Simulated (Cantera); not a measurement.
## Cu2O + H2 + N2 (hydrogen reduction and annealing atmospheres)

A closed system holds: 1 mol Cu2O, 12 mol H2, 24 mol N2, held at 0.520 bar.

Cantera equilibrium calculation (NASA polynomials, part measured and part estimated; ideal gas, pure solids and liquids). Candidate condensed phases: Cu, CuO, Cu(OH)2, Cu2O, H2O; 27 gas species. Equilibrium is a limit: real reactors are often held back by kinetics, nucleation or transport.

```tsv
T (K)	x N2	x H2	x Cu	x H2O	x H	n Cu(s)	n Cu(l)
1000	0.667	0.306	3.00e-11	0.0278	1.74e-9	2.00	0
1200	0.667	0.306	2.36e-8	0.0278	1.51e-7	2.00	0
1400	0.667	0.306	2.59e-6	0.0278	3.73e-6	0	2.00
1600	0.667	0.306	7.65e-5	0.0278	4.17e-5	0	2.00
1800	0.666	0.305	0.00104	0.0277	0.000274	0	1.96
2000	0.661	0.302	0.00828	0.0275	0.00124	0	1.70
2200	0.635	0.289	0.0446	0.0264	0.00420	0	0.289
```
x: gas mole fraction; n: condensed amount in mol.

From 1000 K to 1200 K the condensed part is Cu(s). From 1400 K to 2200 K the condensed part is Cu(l).
